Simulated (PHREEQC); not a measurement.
Make-up at 20 °C: 0.0061 mol/kgw KHCO3, 0.013 mol/kgw NaOH and 0.069 mol/kgw KCl. Closed to the air; pH follows from the charge balance.

The numbers come from PHREEQC with the ion-association model, phreeqc.dat.

Precipitation was switched off in this run.

Order these C species by the share of C that they hold, largest first: NaCO3-, CO3-2, HCO3-.

CO3-2 (92 %), NaCO3- (6.7 %), HCO3- (1.4 %)

The pH is 11.90 and the ionic strength 0.0933 mol/kgw.
